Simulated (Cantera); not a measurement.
Input (Python, Cantera) and output of one run.

```python
import numpy as np
import cantera as ct

gas_names = """
    CL CL2 H HCL H2 N NH NH2 NH3 N2 N2H2 N2H4 Si SiCL SiCL2 SiCL3 SiCL4 SiH SiHCL3 SiH2 SiH2CL2 SiH3
    SiH3CL SiH4 SiN Si2 Si2N Si3
""".split()
cond_names = """
    NH4CL(a) NH4CL(b) Si(cr) Si(L) Si3N4(a)
""".split()


# ... load() reads the species with a 1 bar reference pressure and builds the phases ...
atoms = {
    'Si2Cl6': {'Si': 2, 'CL': 6},
    'NH3': {'N': 1, 'H': 3},
    'H2': {'H': 2},
}
top_T = {'Si3N4(a)': 2400}  # K; cautious upper limits of use, not melting points


# ... equilibrate(T, P, feed) seeds the gas with the atoms and calls Mixture.equilibrate('TP', solver="vcs", rtol=1e-11, max_steps=5000) ...
results = []
feed = {'Si2Cl6': 1, 'NH3': 19, 'H2': 0.36}  # mol
P = 810  # Pa
for T in [798, 898, 998, 1098, 1198, 1298, 1398, 1498, 1598, 1698, 1798, 1898]:
    mix = equilibrate(T, P, feed)
    results.append((T, P, feed, dict(zip(mix.species_names, mix.species_moles))))
    x = sorted(zip(gas.X, gas.species_names), reverse=True)
    print(f"T = {T:g} K  P = {P:g} Pa  gas = {mix.phase_moles(0):.4g} mol")
    print("   x: " + "  ".join(f"{s} {v:.3e}" for v, s in x if v > 0.001))
    print("   condensed (mol): " + ("  ".join(f"{mix.phase(i).name} {mix.phase_moles(i):.4g}"
          for i in range(1, mix.n_phases) if mix.phase_moles(i) > 1e-12) or "none"))
```

Output:

```
T = 798 K  P = 810 Pa  gas = 40.02 mol
   x: H2 6.473e-01  N2 2.044e-01  HCL 1.477e-01
   condensed (mol): Si3N4(a) 0.6591
T = 898 K  P = 810 Pa  gas = 40.02 mol
   x: H2 6.468e-01  N2 2.043e-01  HCL 1.486e-01
   condensed (mol): Si3N4(a) 0.6623
T = 998 K  P = 810 Pa  gas = 40.02 mol
   x: H2 6.465e-01  N2 2.042e-01  HCL 1.491e-01
   condensed (mol): Si3N4(a) 0.6638
T = 1098 K  P = 810 Pa  gas = 40.02 mol
   x: H2 6.464e-01  N2 2.042e-01  HCL 1.493e-01
   condensed (mol): Si3N4(a) 0.6645
T = 1198 K  P = 810 Pa  gas = 40.03 mol
   x: H2 6.464e-01  N2 2.042e-01  HCL 1.492e-01
   condensed (mol): Si3N4(a) 0.664
T = 1298 K  P = 810 Pa  gas = 40.04 mol
   x: H2 6.466e-01  N2 2.044e-01  HCL 1.485e-01
   condensed (mol): Si3N4(a) 0.6591
T = 1398 K  P = 810 Pa  gas = 40.08 mol
   x: H2 6.476e-01  N2 2.053e-01  HCL 1.446e-01  SiCL2 2.107e-03
   condensed (mol): Si3N4(a) 0.6351
T = 1498 K  P = 810 Pa  gas = 40.24 mol
   x: H2 6.509e-01  N2 2.084e-01  HCL 1.325e-01  SiCL2 7.779e-03
   condensed (mol): Si3N4(a) 0.5577
T = 1598 K  P = 810 Pa  gas = 40.55 mol
   x: H2 6.569e-01  N2 2.142e-01  HCL 1.091e-01  SiCL2 1.888e-02
   condensed (mol): Si3N4(a) 0.4066
T = 1698 K  P = 810 Pa  gas = 40.94 mol
   x: H2 6.635e-01  N2 2.211e-01  HCL 8.152e-02  SiCL2 3.203e-02  H 1.309e-03
   condensed (mol): Si3N4(a) 0.2234
T = 1798 K  P = 810 Pa  gas = 41.45 mol
   x: H2 6.540e-01  N2 2.292e-01  HCL 8.119e-02  SiCL2 3.126e-02  H 3.164e-03
   condensed (mol): Si(L) 0.6663
T = 1898 K  P = 810 Pa  gas = 41.6 mol
   x: H2 6.483e-01  N2 2.283e-01  HCL 8.380e-02  SiCL2 2.938e-02  H 6.993e-03  Si 1.517e-03
   condensed (mol): Si(L) 0.6708
```

Equilibrium computed with Cantera from the NASA thermochemical tables; the gas is ideal and each condensed phase is pure. The feed counts by its element totals alone. The tables' values for SiCl, SiCl3, SiN are old estimates; treat these amounts as uncertain. Gases not in the tables: Si2H6 and higher silanes.
